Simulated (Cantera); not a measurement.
Input: 1 mol AlN, 0.21 mol H2O, 5.5 mol H2, equilibrated at 1073 K and 0.190 bar.

Equilibrium computed with Cantera from the NASA thermochemical tables; the gas is ideal and each condensed phase is pure. Candidate condensed phases: Al, AlN, Al2O3, H2O; 35 gas species. Mutual solubility and eutectic melting of coexisting phases are not modelled. Kinetics and transport are ignored.

Base state: H2 0.988, N2 0.0121 (mole fractions); condensed: AlN(s) + Al2O3(s).

Q: What changes in the equilibrium state with this change: AlN replaced by BN?

A: 
| species | before | after |
|---|---|---|
| H2 | 0.988 | 0.987 |
| N2 | 0.0121 | 0.0117 |
| H2O | 1.55e-7 | 0.00121 |
| AlN(s), mol | 0.860 | 0 |
| Al2O3(s), mol | 0.0700 | 0 |
| BN(s), mol | 0 | 0.865 |
| B2O3(l), mol | 0 | 0.0676 |
Gases not in the tables: H3BO3. Further candidate phases: B, BN, B2O3, B3O3H3.
